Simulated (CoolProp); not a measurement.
A single-stage vapour-compression cycle with the fluid: evaporating at 277.15 K (dew point), condensing at 327.15 K (bubble point), superheat 8 K, subcooling 5 K, compressor efficiency 0.75, no pressure losses. The same conditions are run with several fluids, on thermodynamics alone (safety and materials aside).

Model: reference Helmholtz-energy equation of state of each fluid (R113: Marx 1992; hydrogen sulfide: Lemmon 2006; sulfur dioxide: Gao 2016; R141b: Lemmon 2006; R365MFC: Lemmon 2016; R404A: Lemmon 2003), in CoolProp. Blends and air are pseudo-pure fits.

```
fluid             cooling COP  pressure ratio  discharge temperature (K)  refrigerating effect (kJ/kg)  volumetric capacity (kJ/m³)
----------------  -----------  --------------  -------------------------  ----------------------------  ---------------------------
R113                     3.57            6.85                      338.8                           121                          176
hydrogen sulfide         3.19            3.33                      409.9                           364                         6830
sulfur dioxide           3.47            5.14                      430.1                           319                         1640
R141b                    3.65            6.14                      354.8                           190                          320
R365MFC                  3.47            7.23                      331.7                           150                          213
R404A                    2.82            3.72                      346.9                           101                         3310
```
